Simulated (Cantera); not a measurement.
Feed: 1 mol PbI₂, 42 mol H₂, at 1550 K.

Equilibrium computed with Cantera from the NASA thermochemical tables; the gas is ideal and each condensed phase is pure. Candidate condensed phases: I₂, Pb, PbI₂; 10 gas species. The numbers say what is thermodynamically allowed, not how fast it happens.

Problem. At 0.720 Pa, list the 4 most abundant gas species with their mole fractions, and the condensed phases.

Solution. H₂ 0.922, I 0.0439, Pb 0.0221, H 0.0113. Condensed: gas only.
